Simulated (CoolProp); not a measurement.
A Linde-Hampson liquefier for ethane: isothermal reversible compression at 320 K from 1 atm to 30 MPa, throttling to 1 atm, return gas leaving the recuperator 10 K below the feed. Each further row changes one setting.

Values from CoolProp's reference Helmholtz-energy equation of state, Bücker 2006.

```
case                        liquid yield per pass  compression work (kJ/kg of gas)
--------------------------  ---------------------  -------------------------------
as stated                                   0.453                              390
high pressure 60 MPa                        0.424                              457
warm-end temperature 350 K                  0.377                              457
warm-end gap 15 K                           0.446                              390
```
